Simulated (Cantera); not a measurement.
An isothermal, constant-pressure homogeneous reactor starts with CO : O2 : H2O : N2 = 0.001 : 0.0058 : 0.099 : 1 (molar parts), equivalence ratio 0.086, at 1175 K and 173 Torr. Integrator tolerance rtol = 1e-08.

Model: GRI-Mech 3.0 (53 species, 325 reactions), integrated in Cantera.

### Question
What does this change do: 0.069 parts CH4 added?

### Answer
| quantity | before | after |
|---|---|---|
| x(CO) at 8.00 s | 8.63e-10 (gas-phase equilibrium 2.63e-10) | 0.000890 (gas-phase equilibrium 0.0474) |
| x(O2) at 8.00 s | 0.00479 (gas-phase equilibrium 0.00478) | 0.00486 (gas-phase equilibrium <1e-12) |
| x(H2O) at 8.00 s | 0.0896 (gas-phase equilibrium 0.0896) | 0.0844 (gas-phase equilibrium 0.0257) |
| x(H2) at 8.00 s | 6.06e-8 (gas-phase equilibrium 2.03e-8) | 8.48e-5 (gas-phase equilibrium 0.156) |
| x(NO) at 8.00 s | 2.10e-9 (gas-phase equilibrium 2.62e-5) | <1e-12 (gas-phase equilibrium <1e-12) |
| x(H) at 8.00 s | 1.92e-10 (gas-phase equilibrium 3.67e-11) | 3.18e-10 (gas-phase equilibrium 1.02e-7) |

### Question
What does this change do: 0.0026 parts CH4 added?

### Answer
```
quantity                                             before                                     after
----------------  -----------------------------------------  ----------------------------------------
x(CO) at 8.00 s   8.63e-10 (gas-phase equilibrium 2.63e-10)  0.000928 (gas-phase equilibrium 6.94e-9)
x(O2) at 8.00 s     0.00479 (gas-phase equilibrium 0.00478)   0.00497 (gas-phase equilibrium 8.85e-5)
x(H2O) at 8.00 s      0.0896 (gas-phase equilibrium 0.0896)     0.0896 (gas-phase equilibrium 0.0941)
x(H2) at 8.00 s     6.06e-8 (gas-phase equilibrium 2.03e-8)  0.000259 (gas-phase equilibrium 1.57e-7)
x(NO) at 8.00 s     2.10e-9 (gas-phase equilibrium 2.62e-5)    <1e-12 (gas-phase equilibrium 3.55e-6)
x(H) at 8.00 s    1.92e-10 (gas-phase equilibrium 3.67e-11)  4.83e-8 (gas-phase equilibrium 1.02e-10)
```
